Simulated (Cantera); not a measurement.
## Silicon nitride deposition: SiCl4 + NH3 + H2 + N2

A closed system holds: 1 mol SiCl4, 2.3 mol NH3, 0.22 mol H2, 78 mol N2, held at 1948.15 K and 210 Torr.

Method: chemical equilibrium by Gibbs-energy minimisation in Cantera with the NASA 1993 tables (ideal gas, pure condensed phases). Candidate condensed phases: NH4Cl, Si, Si3N4; 28 gas species. The tables' values for SiCl3, SiCl are old estimates; treat these amounts as uncertain. Equilibrium is a limit: real reactors are often held back by kinetics, nucleation or transport.

x(N2): 0.933
x(H2): 0.0314
x(HCl): 0.0232
x(SiCl2): 0.0115
x(H): 0.000379
x(SiCl3): 0.000221
x(Cl): 0.000210
x(SiCl): 5.80e-5
x(Si): 2.18e-5
gas amount: 84.84 mol
log10 activity of Si(l) (absent): -0.58
